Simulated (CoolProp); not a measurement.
A single-stage vapour-compression cycle with CH2F2 (R32): evaporating at 235.15 K (dew point), condensing at 280.15 K (bubble point), superheat 8 K, subcooling 2 K, compressor efficiency 0.6, no pressure losses. Each further row changes one setting.

The numbers come from the reference Helmholtz-energy equation of state, Tillner-Roth 1997 in CoolProp.

```csv
case,cooling COP,pressure ratio,discharge temperature (K),refrigerating effect (kJ/kg),volumetric capacity (kJ/m³)
as stated,2.54,5.21,385.5,302,1590
evaporating temperature 240.15 K,2.98,4.19,371.5,304,1970
condensing temperature 275.15 K,2.92,4.46,371.4,310,1640
subcooling 7 K,2.61,5.21,385.5,310,1640
superheat 18 K,2.49,5.21,399.6,310,1560
compressor efficiency 0.5,2.11,5.21,408.2,302,1590
```
